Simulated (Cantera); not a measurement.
Input (Python, Cantera):

```python
import numpy as np
import cantera as ct

gas = ct.Solution("gri30.yaml")


def delay(T, t_max=10):
    gas.TPX = T, 64000, {'CH4': 2.7, 'CO': 0.03, 'O2': 2.88, 'N2': 10.8, 'H2O': 1.2}
    reactor = ct.IdealGasReactor(gas, clone=False)
    net = ct.ReactorNet([reactor])
    net.rtol, net.atol = 1e-8, 1e-16
    while net.time < t_max:
        t_old, T_old = net.time, reactor.T
        net.step()
        if reactor.T > T + 400:  # ignition: a rise of 400 K
            return t_old + (T + 400 - T_old) / (reactor.T - T_old) * (net.time - t_old)
    return np.nan


taus = []
for T in [1198, 1273, 1348, 1423, 1498, 1573, 1648, 1723]:
    taus.append(delay(T))
    print(f"T0 = {T:6g} K   tau = {taus[-1]:.4e} s")
```

It prints:

```
T0 =   1198 K   tau = 1.1159e-01 s
T0 =   1273 K   tau = 3.8939e-02 s
T0 =   1348 K   tau = 1.4474e-02 s
T0 =   1423 K   tau = 5.7170e-03 s
T0 =   1498 K   tau = 2.4201e-03 s
T0 =   1573 K   tau = 1.1109e-03 s
T0 =   1648 K   tau = 5.5624e-04 s
T0 =   1723 K   tau = 3.0270e-04 s
```

Computed with Cantera and GRI-Mech 3.0 (53 species, 325 reactions).
